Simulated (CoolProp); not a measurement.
Toluene along the isobar 4.49 MPa: fugacity coefficient from the reference equation and from simpler models built on Tc = 591.7 K, pc = 4.126 MPa, ω = 0.266; each cubic takes its own stable root.

Model: reference Helmholtz-energy equation of state, Lemmon 2006, in CoolProp. It is a short technical equation, of lower accuracy than the large ones.

```tsv
T (K)	phase	reference
208.1	liquid	8.606e-7
211.7	liquid	1.311e-6
215.3	liquid	1.965e-6
218.9	liquid	2.899e-6
222.5	liquid	4.216e-6
226.2	liquid	6.107e-6
229.8	liquid	8.643e-6
233.4	liquid	1.208e-5
237	liquid	1.668e-5
240.6	liquid	2.278e-5
244.2	liquid	3.078e-5
247.9	liquid	4.149e-5
251.5	liquid	5.493e-5
255.1	liquid	7.204e-5
258.7	liquid	9.366e-5
```

Task: How far does each simpler model (van der Waals, Peng-Robinson) lie from the reference over these 15 states: mean and median of the absolute difference, and the worst?

Result: 
- van der Waals: mean 82225.7 %, median 51249.3 %, worst +269479.4 % at 208.1 K and 4.49 MPa
- Peng-Robinson: mean 22.8 %, median 21.4 %, worst +38.6 % at 208.1 K and 4.49 MPa
